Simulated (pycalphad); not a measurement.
Computed with pycalphad from the COST 507 light-alloy database (1999), at 1 atm. These are 1990s assessments: newer ones move some temperatures and phases. Kinetics are ignored, which matters at the lower temperatures.

### Question
How does the equilibrium phase assembly of Hf-1.021B (wt.%) change on cooling from 3900 K to 525 K?

### Answer
| T (K) | phases above | phases below |
|---|---|---|
| 2169.3 | liquid | bcc + liquid |
| 2153.6 | bcc + liquid | bcc + BM |
| 2063.8 | bcc + BM | BM + hcp |
Changes were sought between steps of 75 K, so a narrower field can be missed.

Database names, with the compositions (at.%) that they take in these runs: BM: Hf 50 B 50.
